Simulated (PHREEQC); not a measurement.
Make-up at 25 °C: 1.1 mol Na2SO4 and 0.26 mol MgCl2 per kg of water. Closed to the air; pH follows from the charge balance.

Equilibrium calculation in PHREEQC: Pitzer model, pitzer.dat.

Q: The ionic strength comes out as 4.08 mol/kgw. What activity coefficients do Cl-, Mg+2, Na+, SO4-2 get?

A: Cl- 0.58, Mg+2 0.13, Na+ 0.55, SO4-2 0.025. Single-ion values are on the MacInnes scale.

This is a speciation only: nothing precipitates in the calculation. Species that the database lacks are ignored.
